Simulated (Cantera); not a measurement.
A closed system holds: 1 mol CCl4, 0.47 mol H2, equilibrated at 9.20 Pa.

Equilibrium computed with Cantera from the NASA thermochemical tables; the gas is ideal and each condensed phase is pure. Candidate condensed phases: C, C6H6, C7H8, C8H18; 91 gas species. The numbers say what is thermodynamically allowed, not how fast it happens.

Problem. Which condensed phases are stable at each of these points (T (°C)): 2252, 2352, 2452, 2552, 2652, 2752, 2852, 2952, 3052?

Solution. 
```
T (°C)  condensed phases  C condensed (%)
------  ----------------  ---------------
2252         C(graphite)             86.2
2352         C(graphite)             38.3
2452            gas only              0.0
2552            gas only              0.0
2652            gas only              0.0
2752            gas only              0.0
2852            gas only              0.0
2952            gas only              0.0
3052            gas only              0.0
```

From 2252 °C to 2352 °C the condensed part is C(graphite). From 2452 °C to 3052 °C nothing is condensed.
